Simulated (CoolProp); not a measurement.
Vapour-liquid equilibrium of R1234yf (1) + R1234ze(E) (2) at 1280 kPa; x and y are mole fractions of (1).

Computed with CoolProp (multi-fluid Helmholtz-energy mixture model, Lemmon 2022 and Thol 2016; pair parameters Bell 2022).

### Question
Give the bubble temperature and the first vapour's composition at x = 0.05, 0.75, 0.85. Is there an azeotrope?

### Answer
x = 0.05: 332.6 K, y = 0.061; x = 0.75: 324.8 K, y = 0.780; x = 0.85: 323.9 K, y = 0.870. No azeotrope shows between x = 0.05 and 0.95.

Pair parameters are fitted to limited data, so mixtures are less certain than the pure fluids.
